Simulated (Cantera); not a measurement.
An adiabatic, constant-volume homogeneous reactor starts with CH₄ : O₂ : N₂ = 1 : 1.11 : 4.18 (molar parts), equivalence ratio 1.8, at 1648 K and 0.390 bar. Integrator tolerance rtol = 1e-08.

Computed with Cantera and GRI-Mech 3.0 (53 species, 325 reactions).

Q: What does this change do: initial temperature 1648 to 1123 K?

A: 
| quantity | before | after |
|---|---|---|
| time of steepest temperature rise | 0.767 ms | not reached |
| temperature at 0.400 s | 2814 K | 1175 K |
| equilibrium temperature | 2814 K | 2583 K |
| x(CH₄) at 0.400 s | <1e-12 (gas-phase equilibrium 1.05e-12) | 0.151 (gas-phase equilibrium 4.39e-12) |
| x(O₂) at 0.400 s | 0.000839 (gas-phase equilibrium 0.000839) | 0.170 (gas-phase equilibrium 9.97e-5) |
| x(C₂H₄) at 0.400 s | <1e-12 (gas-phase equilibrium <1e-12) | 0.000308 (gas-phase equilibrium <1e-12) |
| x(C₂H₂) at 0.400 s | <1e-12 (gas-phase equilibrium <1e-12) | 5.73e-7 (gas-phase equilibrium <1e-12) |
| x(CH₃) at 0.400 s | 4.28e-12 (gas-phase equilibrium 4.96e-12) | 3.96e-5 (gas-phase equilibrium 7.74e-12) |
| x(NO₂) at 0.400 s | 7.48e-8 (gas-phase equilibrium 7.48e-8) | <1e-12 (gas-phase equilibrium 8.95e-9) |
